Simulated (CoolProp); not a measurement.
Properties of R236EA at several states (Tc = 412.4 K, pc = 3.414 MPa, ω = 0.368).

Model: reference Helmholtz-energy equation of state, Rui 2013, in CoolProp.

```json
[
 {"T (K)": "315.5", "p (MPa)": "0.615", "phase": "liquid", "cv (kJ/(kg K))": "0.9051", "speed of sound (m/s)": "519.1", "expansivity (1/kK)": "2.538", "viscosity (µPa s)": "305", "fugacity coefficient": "0.5387"},
 {"T (K)": "352.3", "p (MPa)": "0.474", "phase": "gas", "cv (kJ/(kg K))": "0.8982", "speed of sound (m/s)": "131.6", "expansivity (1/kK)": "3.999", "viscosity (µPa s)": "12.9", "fugacity coefficient": "0.9160"},
 {"T (K)": "337.9", "p (MPa)": "3.17", "phase": "liquid", "cv (kJ/(kg K))": "0.9316", "speed of sound (m/s)": "454.1", "expansivity (1/kK)": "2.833", "viscosity (µPa s)": "243", "fugacity coefficient": "0.2055"},
 {"T (K)": "282.3", "p (MPa)": "0.0351", "phase": "gas", "cv (kJ/(kg K))": "0.7712", "speed of sound (m/s)": "127.1", "expansivity (1/kK)": "3.734", "viscosity (µPa s)": "10.3", "fugacity coefficient": "0.9860"},
 {"T (K)": "271.6", "p (MPa)": "0.282", "phase": "liquid", "cv (kJ/(kg K))": "0.8704", "speed of sound (m/s)": "697.8", "expansivity (1/kK)": "1.945", "viscosity (µPa s)": "569", "fugacity coefficient": "0.2531"},
 {"T (K)": "371", "p (MPa)": "2.44", "phase": "liquid", "cv (kJ/(kg K))": "0.9866", "speed of sound (m/s)": "304.2", "expansivity (1/kK)": "4.670", "viscosity (µPa s)": "152", "fugacity coefficient": "0.4997"}
]
```

Viscosity comes from a separate model (Huber 2003), an estimate that may be off by 10 % or more.
